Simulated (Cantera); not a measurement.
Input (Python, Cantera) and output of one run.

```python
import numpy as np
import cantera as ct

gas_names = """
    CL CL2 K KCL K2 K2CL2 N N2
""".split()
cond_names = """
    K(cr) K(L) KCL(s) KCL(L)
""".split()


# ... load() reads the species with a 1 bar reference pressure and builds the phases ...
atoms = {
    'KCl': {'K': 1, 'CL': 1},
    'N2': {'N': 2},
}
top_T = {}  # K; cautious upper limits of use, not melting points


# ... equilibrate(T, P, feed) seeds the gas with the atoms and calls Mixture.equilibrate('TP', solver="vcs", rtol=1e-11, max_steps=5000) ...
results = []
feed = {'KCl': 1, 'N2': 90}  # mol
T = 1773  # K
for P in [0.1, 1.6, 25, 400, 6300, 100000]:
    mix = equilibrate(T, P, feed)
    results.append((T, P, feed, dict(zip(mix.species_names, mix.species_moles))))

top = {s: max(r[3][s] / sum(r[3][g] for g in gas_names) for r in results) for s in gas_names}
cols = sorted((s for s in top if top[s] > 1e-05), key=lambda s: -top[s])[:5]
seen = [c for c in cond_names if any(r[3].get(c, 0) > 1e-12 for r in results)]
print("log10 of partial pressures in bar; condensed amounts in mol")
print(f"{'P/Pa':>10s}" + "".join(f"{s[:9]:>10s}" for s in cols + seen))
for T, P, feed, n in results:
    ng = sum(n[g] for g in gas_names)
    print(f"{P:10.4g}" + "".join(f"{np.log10(max(n[s] / ng * P / 1e5, 1e-99)):10.3f}" for s in cols)
          + "".join(f"{n.get(c, 0):10.4g}" for c in seen))
```

Output:

```
log10 of partial pressures in bar; condensed amounts in mol
      P/Pa        N2       KCL         K        CL     K2CL2
       0.1    -6.008    -8.501    -8.111    -8.111   -17.635
       1.6    -4.802    -6.899    -7.310    -7.310   -14.430
        25    -3.607    -5.598    -6.659    -6.659   -11.828
       400    -2.403    -4.366    -6.043    -6.043    -9.365
      6300    -1.205    -3.162    -5.441    -5.441    -6.957
     1e+05    -0.005    -1.962    -4.841    -4.841    -4.556
```

These are equilibrium values from Cantera (NASA tables, ideal gas, pure condensed phases), not measurements of a reactor.
